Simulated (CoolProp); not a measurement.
Properties of n-decane along the isotherm 92.15 °C (Tc = 344.5 °C, pc = 2.101 MPa, ω = 0.488).

Model: reference Helmholtz-energy equation of state, Lemmon 2006, in CoolProp. It is a short technical equation, of lower accuracy than the large ones.

| p (MPa) | phase | density (kg/m³) | cp (kJ/(kg K)) | Joule-Thomson coefficient (K/MPa) | isothermal compressibility (1/MPa) | fugacity coefficient |
|---|---|---|---|---|---|---|
| 0.0332 | liquid | 673.7 | 2.460 | -0.3407 | 0.001851 | 0.2076 |
| 0.0591 | liquid | 673.7 | 2.460 | -0.3408 | 0.001850 | 0.1168 |
| 0.105 | liquid | 673.8 | 2.460 | -0.3409 | 0.001848 | 0.06595 |
| 0.187 | liquid | 673.9 | 2.460 | -0.3411 | 0.001845 | 0.03725 |
| 0.332 | liquid | 674.1 | 2.459 | -0.3416 | 0.001840 | 0.02119 |
| 0.591 | liquid | 674.4 | 2.459 | -0.3423 | 0.001830 | 0.01212 |
| 1.05 | liquid | 675.0 | 2.458 | -0.3436 | 0.001813 | 0.007043 |
| 1.87 | liquid | 676.0 | 2.456 | -0.3459 | 0.001784 | 0.004186 |
| 3.32 | liquid | 677.7 | 2.453 | -0.3497 | 0.001734 | 0.002607 |
| 5.91 | liquid | 680.7 | 2.449 | -0.3559 | 0.001654 | 0.001751 |
| 10.5 | liquid | 685.7 | 2.442 | -0.3653 | 0.001529 | 0.001350 |
